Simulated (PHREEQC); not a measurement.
**Acid rinse or clean**

A solution holds 0.16 mol H2SO4, 0.0066 mol AlCl3 and 0.2 mol KCl per kg of water, at 25 °C. Closed to the air; pH follows from the charge balance.

Equilibrium calculation in PHREEQC: ion-association model, phreeqc.dat.

Each row changes one thing in this solution. Precipitation was switched off in this run.

```
case                            pH  ionic strength (mol/kgw)  HSO4- (mol/kgw)  SO4-2 (mol/kgw)  AlSO4+ (mol/kgw)  Al+3 (mol/kgw)  SI of Gibbsite (Al(OH)3)
----------------------------  ----  ------------------------  ---------------  ---------------  ----------------  --------------  ------------------------
as made                       0.81                     0.434            0.120           0.0270           0.00411         0.00159                     -9.51
0.016 mol/kgw NaHSO4 added    0.81                     0.455            0.132           0.0297           0.00413         0.00150                (withheld)
KCl left out                  0.82                     0.225            0.130           0.0236           0.00434         0.00121                     -9.47
KCl from 0.2 to 2 mol/kgw     0.74                      2.26           0.0663           0.0384           0.00336         0.00279                (withheld)
temperature from 25 to 60 °C  0.85                (withheld)            0.134           0.0146           0.00384         0.00215                     -7.56
```

Problem. Complete the blanks.

Solution. 
- 0.016 mol/kgw NaHSO4 added, SI of Gibbsite (Al(OH)3): -9.57
- KCl from 0.2 to 2 mol/kgw, SI of Gibbsite (Al(OH)3): -9.82
- temperature from 25 to 60 °C, ionic strength (mol/kgw): 0.411

The ionic strength passes 0.7 mol/kgw, the rough limit of the ion-association models, in KCl from 0.2 to 2 mol/kgw. Species that the database lacks are ignored. Away from 25 °C the constants follow the database's enthalpies or fits; those with neither stay at their 25 °C values.
